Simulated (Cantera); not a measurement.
A perfectly stirred reactor is fed with 12.7 % CO, 2.79 % H2, 15.2 % O2, 57.1 % N2, 12.2 % CO2, equivalence ratio 0.51, at 900 Torr; it is adiabatic with a 325 K inlet, and is followed from long to short residence time, starting on the burning branch (τ in s: 0.35, 0.16, 0.074, 0.034, 0.016, 0.0072, 0.0033, 0.0015, 0.00069, 0.00032, 0.00015, 6.7e-05, 3.1e-05).

Computed with Cantera and GRI-Mech 3.0 (53 species, 325 reactions).

x: mole fraction; the columns are a selection and need not sum to one.

| τ (s) | T (K) | x CO | x H2 | x O2 | x O | x OH | x H2O |
|---|---|---|---|---|---|---|---|
| 0.35 | 1540 | 0.000777 | 2.35e-5 | 0.0814 | 9.73e-5 | 0.000324 | 0.0301 |
| 0.16 | 1535 | 0.00130 | 3.92e-5 | 0.0816 | 0.000162 | 0.000411 | 0.0300 |
| 0.074 | 1528 | 0.00216 | 6.44e-5 | 0.0819 | 0.000265 | 0.000515 | 0.0299 |
| 0.034 | 1517 | ? | ? | 0.0824 | ? | ? | 0.0297 |
| 0.016 | 1499 | ? | ? | 0.0833 | ? | ? | 0.0295 |
| 0.0072 | 1468 | 0.00961 | 0.000278 | 0.0849 | 0.00106 | 0.000883 | 0.0292 |
| 0.0033 | 1418 | 0.0160 | 0.000456 | 0.0877 | 0.00152 | 0.000935 | 0.0288 |
| 0.0015 | 1307 | 0.0311 | 0.000900 | 0.0948 | 0.00172 | 0.000736 | 0.0282 |
| 0.00069 | 325 | 0.127 | 0.0279 | 0.152 | <1e-12 | <1e-12 | <1e-12 |
| 0.00032 | 325 | 0.127 | 0.0279 | 0.152 | <1e-12 | <1e-12 | <1e-12 |
| 0.00015 | 325 | 0.127 | 0.0279 | 0.152 | <1e-12 | <1e-12 | <1e-12 |
| 6.7e-5 | 325 | 0.127 | 0.0279 | 0.152 | <1e-12 | <1e-12 | <1e-12 |
| 3.1e-5 | 325 | 0.127 | 0.0279 | 0.152 | <1e-12 | <1e-12 | <1e-12 |

Problem. What belongs in the gaps?

Solution. 
- 0.034, x CO: 0.00357
- 0.034, x H2: 0.000106
- 0.034, x O: 0.000433
- 0.034, x OH: 0.000636
- 0.016, x CO: 0.00578
- 0.016, x H2: 0.000170
- 0.016, x O: 0.000681
- 0.016, x OH: 0.000762
